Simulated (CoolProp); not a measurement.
Vapour-liquid equilibrium of R134a (1) + R152A (2) at 5.08 bar; x and y are mole fractions of (1).

Model: multi-fluid Helmholtz-energy mixture model, Tillner-Roth 1994 and Outcalt 1996; pair parameters Lemmon 2004, in CoolProp.

```csv
x,bubble temperature (K),y at the bubble point,dew temperature at overall composition x (K),liquid density (mol/L)
0.05,292.8,0.051,292.8,13.70
0.15,292.7,0.155,292.7,13.49
0.25,292.5,0.260,292.5,13.29
0.35,292.3,0.366,292.3,13.10
0.45,292.0,0.471,292.0,12.92
0.55,291.6,0.575,291.7,12.76
0.65,291.2,0.676,291.3,12.60
0.75,290.7,0.774,290.9,12.46
0.85,290.2,0.868,290.3,12.33
0.95,289.7,0.957,289.7,12.20
```

No azeotrope shows between x = 0.05 and 0.95.

The pair parameters rest on a limited set of measurements; away from them the model extrapolates.
